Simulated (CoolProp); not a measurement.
Sulfur hexafluoride at 298.15 K and 0.887 MPa is compressed adiabatically to 5.69 MPa with isentropic efficiency 0.6. Each further row changes one setting.

Values from CoolProp's reference Helmholtz-energy equation of state, Guder 2009.

| case | work (kJ/kg) | final temperature (K) | final density (kg/m³) |
|---|---|---|---|
| as stated | 45.4 | 387.3 | 359 |
| efficiency 1 | 27.3 | 370.2 | 419 |
| efficiency 0.65 | 41.9 | 383.9 | 369 |
